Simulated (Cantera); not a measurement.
Mixture: H2 : O2 : N2 = 1 : 0.417 : 2.79 (molar parts), equivalence ratio 1.2, at 4.70 bar, adiabatic and at constant pressure. Ignition delay is the time to a rise of 400 K.

Computed with Cantera and the H2/O2 subset of GRI-Mech 3.0, which has no nitrogen chemistry. The hydrogen kinetics of GRI-Mech 3.0 are dated; newer H2 mechanisms differ, most at raised pressure. Below about 950 K walls govern HO2 and H2O2 in real vessels.

Q: What does this change do: pressure from 4.70 bar to 26.0 bar?

A: 
```
quantity           before     after
---------------  --------  --------
delay at 925 K    0.104 s   38.3 ms
delay at 975 K    25.9 ms   11.3 ms
delay at 1025 K   6.39 ms   3.78 ms
delay at 1075 K   1.30 ms   1.38 ms
delay at 1125 K  0.136 ms  0.537 ms
delay at 1175 K   31.6 µs  0.218 ms
delay at 1225 K   17.6 µs   89.5 µs
```
The pressure lies above the range GRI-Mech 3.0 was tuned for (to about 10 atm).

Q: What does this change do: 0.053 parts H2O added?

A: 
| quantity | before | after |
|---|---|---|
| delay at 925 K | 0.104 s | 0.107 s |
| delay at 975 K | 25.9 ms | 27.5 ms |
| delay at 1025 K | 6.39 ms | 7.16 ms |
| delay at 1075 K | 1.30 ms | 1.67 ms |
| delay at 1125 K | 0.136 ms | 0.251 ms |
| delay at 1175 K | 31.6 µs | 39.2 µs |
| delay at 1225 K | 17.6 µs | 19.4 µs |
